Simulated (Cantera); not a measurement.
Feed: 1 mol Si2Cl6, 88 mol H2, held at 948 K and 5.60 mbar.

Equilibrium computed with Cantera from the NASA thermochemical tables; the gas is ideal and each condensed phase is pure. Candidate condensed phases: Si; 19 gas species. The feed counts by its element totals alone. The tables' values for SiCl3 are old estimates; treat these amounts as uncertain. The numbers say what is thermodynamically allowed, not how fast it happens.

Problem. What is the equilibrium state?

Solution. 
```
Property       Result
----------  ---------
x(H2)           0.971
x(HCl)         0.0155
x(SiCl4)       0.0102
x(SiHCl3)     0.00288
x(SiCl2)     0.000375
x(SiCl3)     0.000336
x(SiH2Cl2)    8.26e-5
n(Si(s))    0.754 mol
gas amount  89.80 mol
```
